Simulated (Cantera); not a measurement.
An adiabatic, constant-volume homogeneous reactor starts with 37.5 % CO, 1.24 % H2, 12.9 % O2, 48.4 % N2, equivalence ratio 1.5, at 1175 K and 0.217 atm.

Computed with Cantera and GRI-Mech 3.0 (53 species, 325 reactions).

### Question
Predict: time of steepest temperature rise; temperature at 10.0 s; equilibrium temperature; x(CO) at 10.0 s; x(H2) at 10.0 s; x(O2) at 10.0 s; x(N2O) at 10.0 s; x(H2O2) at 10.0 s.

### Answer
```json
{
 "time_of_steepest_temperature_rise": "0.838 ms",
 "temperature at 10.0 s": "2756 K",
 "equilibrium_temperature": "2756 K",
 "x(CO) at 10.0 s": "0.217 (gas-phase equilibrium 0.217)",
 "x(H2) at 10.0 s": "0.00123 (gas-phase equilibrium 0.00123)",
 "x(O2) at 10.0 s": "0.0271 (gas-phase equilibrium 0.0271)",
 "x(N2O) at 10.0 s": "3.18e-7 (gas-phase equilibrium 3.18e-7)",
 "x(H2O2) at 10.0 s": "9.89e-9 (gas-phase equilibrium 9.89e-9)"
}
```
